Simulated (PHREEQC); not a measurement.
# Acid rinse or clean (model solution)

A solution holds 180 mmol/kgw HF, 0.23 mmol/kgw CuSO4 and 180 mmol/kgw KCl, at 77 °C. Closed to the air; pH follows from the charge balance.

Equilibrium calculation in PHREEQC: ion-association model, wateq4f.dat.

Each row changes one thing in this solution. Precipitation was switched off in this run.

```tsv
case	pH	ionic strength (mol/kgw)	HF (mol/kgw)	H2F2 (mol/kgw)	F- (mol/kgw)	HF2- (mol/kgw)
as made	2.08	0.191	0.149	0.00784	0.00648	0.00436
temperature from 77 to 10 °C	…	…	0.0895	0.0368	0.0104	0.00323
CuSO4 replaced by CdSO4 at the same molality	2.08	0.191	0.149	0.00784	0.00648	0.00436
KCl from 0.18 to 0.018 mol/kgw	2.10	…	0.151	0.00780	0.00557	0.00367
```

### Question
What belongs in the gaps?

### Answer

- temperature from 77 to 10 °C, pH: 1.96
- temperature from 77 to 10 °C, ionic strength (mol/kgw): 0.194
- KCl from 0.18 to 0.018 mol/kgw, ionic strength (mol/kgw): 0.0278

Species that the database lacks are ignored. wateq4f.dat counts part of the HF as a dimer, H2F2, which phreeqc.dat doesn't know; its constant is uncertain. At this temperature some constants are extrapolated from 25 °C, and those without enthalpy data are left unchanged.
